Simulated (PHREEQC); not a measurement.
A solution holds 0.21 mol CuSO4, 0.0021 mol MgSO4 and 0.0034 mol NaHCO3 per kg of water, at 25 °C. Closed to the air; pH follows from the charge balance.

Model: ion-association model, wateq4f.dat, run in PHREEQC.

**Question.** The ionic strength comes out as 0.404 mol/kgw. What activity coefficients do CuHCO3+, Na+, HCO3-, Cu+2, CuOH+ get?

**Answer.** CuHCO3+ 0.73, Na+ 0.71, HCO3- 0.70, Cu+2 0.27, CuOH+ 0.67.

Precipitation was switched off in this run. Saturation is exceeded, for instance for Antlerite, Brochantite; the values hold only as long as no solid forms. Species that the database lacks are ignored.
